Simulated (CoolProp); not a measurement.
Vapour-liquid equilibrium of n-hexane (1) + ethylbenzene (2) at 0.373 MPa; x and y are mole fractions of (1).

Values from CoolProp's multi-fluid Helmholtz-energy mixture model, Thol 2019 and Zhou 2012; pair parameters Bell 2016.

```
x     bubble temperature (°C)  y at the bubble point  dew temperature at overall composition x (°C)  liquid density (mol/L)
----  -----------------------  ---------------------  ---------------------------------------------  ----------------------
0.05                    183.7                  0.189                                          190.3                   6.647
0.15                    169.3                  0.449                                          185.6                   6.709
0.25                    158.2                  0.610                                          180.6                   6.737
0.35                    149.5                  0.716                                          175.2                   6.742
0.45                    142.4                  0.791                                          169.2                   6.730
0.55                    136.5                  0.847                                          162.5                   6.707
0.65                    131.4                  0.891                                          155.0                   6.674
0.75                    126.9                  0.927                                          146.4                   6.635
0.85                    122.7                  0.959                                          136.2                   6.592
0.95                    118.8                  0.987                                          123.9                   6.545
```

No azeotrope shows between x = 0.05 and 0.95.

Pair parameters are fitted to limited data, so mixtures are less certain than the pure fluids.
